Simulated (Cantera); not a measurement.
Input (Python, Cantera) and output of one run.

```python
import numpy as np
import cantera as ct

gas_names = """
    N NO NO2 NO3 N2 N2O O O2 O3
""".split()
cond_names = """

""".split()


# ... load() reads the species with a 1 bar reference pressure and builds the phases ...
atoms = {
    'N2O': {'N': 2, 'O': 1},
    'O2': {'O': 2},
    'N2': {'N': 2},
}
top_T = {}  # K; cautious upper limits of use, not melting points


# ... equilibrate(T, P, feed) seeds the gas with the atoms and calls Mixture.equilibrate('TP', solver="vcs", rtol=1e-11, max_steps=5000) ...
results = []
feed = {'N2O': 1, 'O2': 0.91, 'N2': 1.1}  # mol
T = 2348  # K
P = 10000  # Pa
mix = equilibrate(T, P, feed)
results.append((T, P, feed, dict(zip(mix.species_names, mix.species_moles))))
print(gas.report(threshold=0.0001))
for i in range(1, mix.n_phases):
    print(f"{mix.phase(i).name:16s} {mix.phase_moles(i):12.5e} mol")
```

It prints:

```
       temperature   2348 K
          pressure   10000 Pa
           density   0.015073 kg/m^3
  mean mol. weight   29.425 kg/kmol
   phase of matter   gas

                          1 kg             1 kmol
                     ---------------   ---------------
          enthalpy        2.5451e+06        7.4891e+07  J
   internal energy        1.8817e+06        5.5369e+07  J
           entropy            9857.1        2.9005e+05  J/K
    Gibbs function       -2.0599e+07       -6.0614e+08  J
 heat capacity c_p              1263             37163  J/K
 heat capacity c_v             980.4             28849  J/K

                      mass frac. Y      mole frac. X     chem. pot. / RT
                     ---------------   ---------------   ---------------
                NO           0.02051          0.020113           -31.472
                N2           0.55638           0.58441           -30.334
                 O         0.0069446          0.012772           -16.305
                O2           0.41615           0.38269            -32.61
     [   +5 minor]        1.4778e-05        9.5744e-06
```

Cantera equilibrium calculation (NASA polynomials, part measured and part estimated; ideal gas, pure solids and liquids).
